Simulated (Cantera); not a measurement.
Feed: 1 mol SiH₂Cl₂, 4.1 mol N₂, at 1000 Pa.

Method: chemical equilibrium by Gibbs-energy minimisation in Cantera with the NASA 1993 tables (ideal gas, pure condensed phases). Candidate condensed phases: NH₄Cl, Si, Si₃N₄; 28 gas species. The tables' values for SiCl₃, SiCl, SiN are old estimates; treat these amounts as uncertain. Equilibrium is a limit: real reactors are often held back by kinetics, nucleation or transport.

x: gas mole fraction; n: condensed amount in mol.

```tsv
T (K)	x N₂	x HCl	x H₂	x SiCl₂	x SiCl₃	x H	n Si₃N₄(s)	n Si(l)
1623	0.659	0.133	0.105	0.0970	0.00478	0.000224	0.135	0
1673	0.661	___	0.115	___	0.00330	___	___	0
1723	0.662	0.0918	0.123	0.119	0.00225	0.000639	0.0929	0
1773	0.663	0.0757	0.130	0.127	0.00153	___	___	0
1823	0.671	0.0727	0.127	0.125	0.00117	0.00154	0	0.222
1873	0.670	0.0744	0.125	0.124	0.000966	0.00228	0	0.224
1923	0.669	0.0759	0.124	0.122	0.000806	0.00331	0	0.223
```

Question: Some entries are withheld; supply them.

Answer: 
- 1773, x H: 0.00102
- 1773, n Si₃N₄(s): 0.0763
- 1673, x HCl: 0.111
- 1673, x SiCl₂: 0.109
- 1673, x H: 0.000386
- 1673, n Si₃N₄(s): 0.112
